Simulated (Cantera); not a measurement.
Input: 1 mol Si3N4, 0.065 mol N2O, a varied amount of H2, equilibrated at 9.00 Pa.

These are equilibrium values from Cantera (NASA tables, ideal gas, pure condensed phases), not measurements of a reactor. Candidate condensed phases: H2O, Si, SiO2, Si2N2O, Si3N4; 35 gas species. Mutual solubility and eutectic melting of coexisting phases are not modelled. The numbers say what is thermodynamically allowed, not how fast it happens.

Stable condensed phases, one row left out:

```
T in K \ n(H2) in mol
         5.1 7.7  11  17  26  39  58  88 130 200
   2050    A   A   A   A   A   A   A   A   A   A
   1850    B   B   B   B   B   A   A   A   A   A
   1750    B   B   B   B   B   B   B   B   B   A
   1650    B   B   B   B   B   B   B   B   B   B
   1550    B   B   B   B   B   B   B   B   B   B
   1450    C   C   D   B   B   B   B   B   B   B
   1350    C   C   C   C   C   C   C   C   D   D
   1250    E   E   E   E   E   E   E   C   C   C
   1150    E   E   E   E   E   E   E   E   E   E
   1050    E   E   E   E   E   E   E   E   E   E
    950    E   E   E   E   E   E   E   E   E   E
```

A: gas only; B: Si; C: Si + Si2N2O + Si3N4; D: Si + Si2N2O; E: Si2N2O + Si3N4.

**Question.** Give the row for 1950 K.

**Answer.** 5.1: Si; 7.7: gas only; 11: gas only; 17: gas only; 26: gas only; 39: gas only; 58: gas only; 88: gas only; 130: gas only; 200: gas only.
